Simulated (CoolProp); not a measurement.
A single-stage vapour-compression cycle with vinyl chloride: evaporating at 261.15 K (dew point), condensing at 322.15 K (bubble point), superheat 2 K, subcooling 5 K, compressor efficiency 0.9, no pressure losses. Each further row changes one setting.

The numbers come from the reference Helmholtz-energy equation of state, Thol 2022 in CoolProp.

```json
[
 {"case": "as stated", "cooling COP": "?", "pressure ratio": "6.97", "discharge temperature (K)": "367.2", "refrigerating effect (kJ/kg)": "270", "volumetric capacity (kJ/m³)": "870"},
 {"case": "evaporating temperature 266.15 K", "cooling COP": "?", "pressure ratio": "?", "discharge temperature (K)": "362.1", "refrigerating effect (kJ/kg)": "273", "volumetric capacity (kJ/m³)": "1060"},
 {"case": "condensing temperature 317.15 K", "cooling COP": "?", "pressure ratio": "?", "discharge temperature (K)": "359.8", "refrigerating effect (kJ/kg)": "278", "volumetric capacity (kJ/m³)": "896"},
 {"case": "subcooling 10 K", "cooling COP": "?", "pressure ratio": "6.97", "discharge temperature (K)": "367.2", "refrigerating effect (kJ/kg)": "278", "volumetric capacity (kJ/m³)": "896"},
 {"case": "superheat 12 K", "cooling COP": "3.18", "pressure ratio": "6.97", "discharge temperature (K)": "378.1", "refrigerating effect (kJ/kg)": "278", "volumetric capacity (kJ/m³)": "861"},
 {"case": "compressor efficiency 0.8", "cooling COP": "?", "pressure ratio": "6.97", "discharge temperature (K)": "?", "refrigerating effect (kJ/kg)": "270", "volumetric capacity (kJ/m³)": "870"}
]
```

### Question
What belongs in the gaps?

### Answer

- as stated, cooling COP: 3.20
- evaporating temperature 266.15 K, cooling COP: 3.62
- evaporating temperature 266.15 K, pressure ratio: 5.72
- condensing temperature 317.15 K, cooling COP: 3.56
- condensing temperature 317.15 K, pressure ratio: 6.13
- subcooling 10 K, cooling COP: 3.30
- compressor efficiency 0.8, cooling COP: 2.85
- compressor efficiency 0.8, discharge temperature (K): 377.1
